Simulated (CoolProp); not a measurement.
A Linde-Hampson liquefier for carbon monoxide: isothermal reversible compression at 250 K from 1 atm to 5 MPa, throttling to 1 atm, return gas leaving the recuperator 5 K below the feed. Each further row changes one setting.

The numbers come from the reference Helmholtz-energy equation of state, Lemmon 2006 in CoolProp. It is a short technical equation, of lower accuracy than the large ones.

```csv
case,liquid yield per pass,compression work (kJ/kg of gas)
as stated,…,286
high pressure 10 MPa,0.074,…
warm-end temperature 280 K,0.021,…
warm-end gap 10 K,…,286
```

Question: Some entries are withheld; supply them.

Answer: 
- as stated, liquid yield per pass: 0.032
- high pressure 10 MPa, compression work (kJ/kg of gas): 335
- warm-end temperature 280 K, compression work (kJ/kg of gas): 322
- warm-end gap 10 K, liquid yield per pass: 0.019
